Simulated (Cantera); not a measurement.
Feed: 1 mol N₂O, 0.15 mol SO₂, 0.72 mol N₂, held at 3425 K.

Cantera equilibrium calculation (NASA polynomials, part measured and part estimated; ideal gas, pure solids and liquids). Candidate condensed phases: S; 17 gas species. The numbers say what is thermodynamically allowed, not how fast it happens.

### Question
At 2.10 bar, list the 7 most abundant gas species with their mole fractions, and the condensed phases.

### Answer
N₂ 0.653, O₂ 0.132, O 0.102, NO 0.0540, SO₂ 0.0374, SO 0.0199, S 0.00198. Condensed: gas only.
